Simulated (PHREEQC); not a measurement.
Dissolve 0.031 mol/kgw KOH, 0.00051 mol/kgw Na2SO4 and 5.4e-05 mol/kgw LiCl at 25 °C. Closed to the air; pH follows from the charge balance.

Equilibrium calculation in PHREEQC: ion-association model, phreeqc.dat.

### Question
The ionic strength comes out as 0.0325 mol/kgw. What activity coefficients do NaSO4-, K+, KSO4-, Na+, SO4-2 get?

### Answer
NaSO4- 0.85, K+ 0.84, KSO4- 0.85, Na+ 0.85, SO4-2 0.52.

No solid was allowed to form. Complexes and solids missing from the database can't appear.
